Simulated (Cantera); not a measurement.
**Low-pressure radical oxidation in H2/O2**

A perfectly stirred reactor is fed with H2 : O2 = 0.028 : 1 (molar parts), equivalence ratio 0.014, at 0.0267 bar; it is held at 1425 K, and followed from long to short residence time.

Cantera simulation using GRI-Mech 3.0 (53 species, 325 reactions); the numbers are that mechanism's predictions, not measurements. Radical loss at walls, strong at low pressure, is not modelled.

| τ (s) | x H2 | x O2 | x H | x HO2 | x OH |
|---|---|---|---|---|---|
| 1.4 | 3.80e-5 | 0.970 | 4.72e-5 | 5.38e-7 | 0.00111 |
| 0.64 | 6.07e-5 | 0.969 | 9.79e-5 | 7.32e-7 | 0.00142 |
| 0.30 | 9.40e-5 | 0.967 | 0.000191 | 9.55e-7 | 0.00177 |
| 0.14 | 0.000143 | 0.964 | 0.000355 | 1.20e-6 | 0.00217 |
| 0.068 | 0.000209 | 0.961 | 0.000593 | 1.43e-6 | 0.00257 |
| 0.032 | 0.000305 | 0.957 | 0.000915 | 1.65e-6 | 0.00298 |
| 0.015 | 0.000450 | 0.954 | 0.00126 | 1.83e-6 | 0.00335 |
| 0.0073 | 0.000679 | 0.952 | 0.00157 | 1.97e-6 | 0.00368 |
| 0.0035 | 0.00111 | 0.951 | 0.00183 | 2.11e-6 | 0.00406 |
| 0.0016 | 0.00200 | 0.951 | 0.00208 | 2.25e-6 | 0.00456 |
| 0.00078 | 0.00358 | 0.952 | 0.00225 | 2.38e-6 | 0.00510 |
x: mole fraction; the columns are a selection and need not sum to one.
